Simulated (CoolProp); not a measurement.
Vapour-liquid equilibrium of carbon dioxide (1) + n-perfluorobutane (2) at -24.15 °C; x and y are mole fractions of (1).

Computed with CoolProp (multi-fluid Helmholtz-energy mixture model, Span 1996 and Gao 2022; pair parameters Bell 2016).

Q: Give the bubble pressure and the first vapour's composition at x = 0.05, 0.35, 0.725. Is there an azeotrope?

A: x = 0.05: 0.1510 MPa, y = 0.752; x = 0.35: 0.8666 MPa, y = 0.959; x = 0.725: 1.302 MPa, y = 0.979. No azeotrope shows between x = 0.05 and 0.95.

The pair parameters rest on a limited set of measurements; away from them the model extrapolates. The gap from Raoult's law changes sign with composition, which may be real or a fault of the pair parameters; it wasn't checked against measurements.
